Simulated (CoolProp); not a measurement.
Propylene glycol along the isotherm 346.85 °C: density (kg/m³) from the reference equation and from simpler models built on Tc = 400.8 °C, pc = 72.92 bar, ω = 0.327; each cubic takes its own stable root.

Values from CoolProp's reference Helmholtz-energy equation of state, Eisenbach 2021.

| p (bar) | phase | reference | Redlich-Kwong | Peng-Robinson |
|---|---|---|---|---|
| 9.11 | gas | 14.30 | 14.25 | 14.37 |
| 18.2 | gas | 30.78 | 30.45 | 31.03 |
| 27.3 | gas | 50.90 | 49.58 | 51.22 |
| 36.5 | liquid | 670.2 | 73.84 | 78.04 |
| 45.6 | liquid | 675.4 | 558.9 | 680.9 |
| 54.7 | liquid | 680.3 | 574.8 | 692.5 |
| 63.8 | liquid | 684.8 | 588.1 | 702.8 |
| 72.9 | liquid | 689.1 | 599.7 | 712.2 |
| 82 | liquid | 693.2 | 609.9 | 720.8 |
| 91.1 | liquid | 697.0 | 619.2 | 728.8 |
| 100 | liquid | 700.6 | 627.4 | 736.1 |
| 109 | liquid | 704.1 | 635.1 | 743.0 |

At some of these states Redlich-Kwong, Peng-Robinson gives the other phase, because its saturation line lies elsewhere.
